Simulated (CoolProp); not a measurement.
Vapour-liquid equilibrium of R152A (1) + isobutene (2) at 255.5 K; x and y are mole fractions of (1).

Values from CoolProp's multi-fluid Helmholtz-energy mixture model, Outcalt 1996 and Lemmon 2005; pair parameters Bell 2016.

| x | bubble pressure, mixture model (bar) | bubble pressure, Raoult's law (bar) | y, mixture model | y, Raoult's law |
|---|---|---|---|---|
| 0.05 | 0.8025 | 0.6886 | 0.217 | 0.097 |
| 0.125 | 0.9687 | 0.7395 | 0.389 | 0.225 |
| 0.2 | 1.087 | 0.7903 | 0.486 | 0.337 |
| 0.275 | 1.171 | 0.8411 | 0.549 | 0.436 |
| 0.35 | 1.233 | 0.8920 | 0.595 | 0.523 |
| 0.425 | 1.280 | 0.9428 | 0.632 | 0.601 |
| 0.5 | 1.316 | 0.9937 | 0.664 | 0.671 |
| 0.575 | 1.344 | 1.045 | 0.695 | 0.734 |
| 0.65 | 1.365 | 1.095 | 0.727 | 0.791 |
| 0.725 | 1.380 | 1.146 | 0.762 | 0.843 |
| 0.8 | 1.388 | 1.197 | 0.805 | 0.891 |
| 0.875 | 1.383 | 1.248 | 0.860 | 0.934 |
| 0.95 | 1.362 | 1.299 | 0.934 | 0.975 |

The largest gap from Raoult's law is +39.2 % in bubble pressure, at x = 0.275. y crosses x between x = 0.8 and 0.875: the model has an azeotrope there.

Pair parameters are fitted to limited data, so mixtures are less certain than the pure fluids.
